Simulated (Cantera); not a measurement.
Feed: 1 mol Ti, 0.83 mol O2, 93 mol H2, at 1900 °C and 2.40 mbar.

Equilibrium computed with Cantera from the NASA thermochemical tables; the gas is ideal and each condensed phase is pure. Candidate condensed phases: H2O, Ti, TiO, TiO2, Ti2O3, Ti3O5, Ti4O7; 12 gas species. Equilibrium is a limit: real reactors are often held back by kinetics, nucleation or transport.

Base state: H2 0.902, H 0.0936, H2O 0.00251, TiO 0.00195, TiO2 0.000239, OH 3.48e-5, Ti 3.37e-5 (mole fractions); condensed: Ti2O3(l).

**Question.** What changes in the equilibrium state with this change: O2 from 0.83 to 0.7 mol?

**Answer.** 
```json
[
 {"species": "H2", "before": "0.902", "after": "0.902"},
 {"species": "H", "before": "0.0936", "after": "0.0936"},
 {"species": "TiO", "before": "0.00195", "after": "0.00337"},
 {"species": "H2O", "before": "0.00251", "after": "0.000841"},
 {"species": "Ti", "before": "3.37e-5", "after": "0.000173"},
 {"species": "OH", "before": "3.48e-5", "after": "1.17e-5"},
 {"species": "TiO2", "before": "0.000239", "after": "0.000138"},
 {"species": "Ti2O3(l), mol", "before": "0.391", "after": "0.320"}
]
```

**Question.** What changes in the equilibrium state with this change: temperature from 1900 °C to 825 °C?

**Answer.** 
```csv
species,before,after
H2,0.902,1.000
H2O,0.00251,1.13e-5
H,0.0936,5.05e-7
TiO,0.00195,<1e-9
TiO2,0.000239,<1e-9
OH,3.48e-5,<1e-9
Ti,3.37e-5,<1e-9
"Ti2O3(l), mol",0.391,0
"Ti2O3(s), mol",0,0.0232
"Ti3O5(s), mol",0,0.318
```
Mutual solubility and eutectic melting of coexisting phases are not modelled.

**Question.** What changes in the equilibrium state with this change: temperature from 1900 °C to 1325 °C?

**Answer.** 
| species | before | after |
|---|---|---|
| H2 | 0.902 | 0.998 |
| H | 0.0936 | 0.00109 |
| H2O | 0.00251 | 0.000606 |
| TiO | 0.00195 | 1.10e-8 |
| TiO2 | 0.000239 | 2.56e-9 |
| Ti | 3.37e-5 | <1e-9 |
| OH | 3.48e-5 | 2.57e-8 |
| Ti2O3(l), mol | 0.391 | 0 |
| Ti2O3(s), mol | 0 | 0.189 |
| Ti3O5(s), mol | 0 | 0.207 |
Mutual solubility and eutectic melting of coexisting phases are not modelled.
